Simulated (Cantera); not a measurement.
A jet of CH4 : O2 : N2 = 0.014 : 0.11 : 0.79 (molar parts), equivalence ratio 0.25 at 300 K and 0.130 bar hits a platinum plate 7.4 cm away at a mass flux of 0.045 kg/m²/s; the plate temperature is set and raised in steps from an oxygen-covered start.

Model: Deutschmann's 1995 Pt surface mechanism with GRI-Mech 3.0 gas chemistry, integrated in Cantera. Catalytic surfaces can have several steady states; this one follows from the mechanism file's or the stated starting coverage.

x: mole fraction at the wall; θ: surface coverage.

| plate T (K) | wall x CH4 | wall x O2 | wall x H2O | wall x OH | wall x CO | wall x CO2 | θ free Pt | θ O* | θ OH* |
|---|---|---|---|---|---|---|---|---|---|
| 850 | 0.0112 | 0.112 | 0.00763 | <1e-8 | 2.88e-6 | 0.00499 | 0.125 | 0.874 | [?] |
| 900 | 0.00829 | 0.105 | 0.0131 | 2.13e-8 | 3.02e-6 | 0.00858 | 0.183 | 0.816 | 0.00106 |
| 950 | 0.00580 | 0.100 | 0.0177 | 6.55e-8 | 2.91e-6 | 0.0116 | 0.248 | 0.751 | 0.00112 |
| 1000 | 0.00407 | 0.0965 | 0.0208 | 1.76e-7 | 2.74e-6 | 0.0137 | 0.315 | 0.684 | 0.00109 |
| 1050 | 0.00295 | 0.0941 | 0.0229 | 4.18e-7 | 2.63e-6 | 0.0150 | 0.382 | 0.617 | 0.00101 |
| 1100 | 0.00222 | 0.0926 | 0.0241 | 9.05e-7 | 2.59e-6 | 0.0159 | 0.447 | 0.552 | [?] |
| 1150 | 0.00174 | 0.0917 | 0.0249 | 1.81e-6 | 2.65e-6 | 0.0164 | 0.511 | 0.488 | [?] |
| 1200 | 0.00125 | 0.0910 | 0.0256 | 3.45e-6 | 3.71e-6 | 0.0166 | 0.571 | 0.428 | [?] |

Q: Some entries are withheld; supply them.

A: 
- 850, θ OH*: 0.000867
- 1100, θ OH*: 0.000911
- 1150, θ OH*: 0.000809
- 1200, θ OH*: 0.000714
